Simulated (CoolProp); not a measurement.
Aqueous potassium formate as a coolant, 16 % by mass, freezing at -8.7 °C, 1 atm.

Computed with CoolProp (Melinder's fits for secondary coolants).

```
T (°C)  density (kg/m³)  Prandtl number  cp (kJ/(kg K))  conductivity (W/(m K))
------  ---------------  --------------  --------------  ----------------------
0.6                1102            13.8           3.579                   0.541
9.3                1100            10.7           3.586                   0.553
17.9               1097            8.51           3.594                   0.564
26.6               1094            6.93           3.602                   0.575
35.2               1091            5.75           3.610                   0.587
```
